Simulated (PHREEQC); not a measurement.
Consider water at 20 °C with 9.2 mmol/kgw HF and 2.5 mmol/kgw Na2SO4. Closed to the air; pH follows from the charge balance.

All values are PHREEQC results (ion-association model, phreeqc.dat), not measurements.

| Quantity | Value |
|---|---|
| pH | 2.68 |
| ionic strength | 0.00942 mol/kgw |
| specific conductance | 1270 µS/cm |
| total alkalinity | -9.20 meq/kg |

```json
[
 {"species": "HF", "molality": "0.00655", "activity": "0.00656", "log γ": "0.001"},
 {"species": "Na+", "molality": "0.00496", "activity": "0.00449", "log γ": "-0.043"},
 {"species": "F-", "molality": "0.00252", "activity": "0.00228", "log γ": "-0.044"},
 {"species": "H+", "molality": "0.00229", "activity": "0.00210", "log γ": "-0.038"},
 {"species": "SO4-2", "molality": "0.00217", "activity": "0.00147", "log γ": "-0.170"},
 {"species": "HSO4-", "molality": "0.000297", "activity": "0.000269", "log γ": "-0.043"},
 {"species": "HF2-", "molality": "6.08e-5", "activity": "5.50e-5", "log γ": "-0.043"},
 {"species": "NaSO4-", "molality": "3.52e-5", "activity": "3.20e-5", "log γ": "-0.042"},
 {"species": "NaF", "molality": "5.88e-6", "activity": "5.89e-6", "log γ": "0.001"}
]
```

This is a speciation only: nothing precipitates in the calculation.
